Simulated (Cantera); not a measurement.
Input: 1 mol trisilylamine, 22 mol NH3, held at 1075 °C and 1.00 bar.

These are equilibrium values from Cantera (NASA tables, ideal gas, pure condensed phases), not measurements of a reactor. Candidate condensed phases: Si, Si3N4; 18 gas species. The feed counts by its element totals alone. Kinetics and transport are ignored.

**Question.** What is the equilibrium state?

**Answer.** 
```json
{
 "x(H2)": "0.798",
 "x(N2)": "0.202",
 "x(NH3)": "3.30e-5",
 "x(H)": "2.07e-6",
 "n(Si3N4(s))": "1.00 mol",
 "gas_amount": "47.00 mol",
 "log10 activity of Si(s) (absent)": "-3.39"
}
```
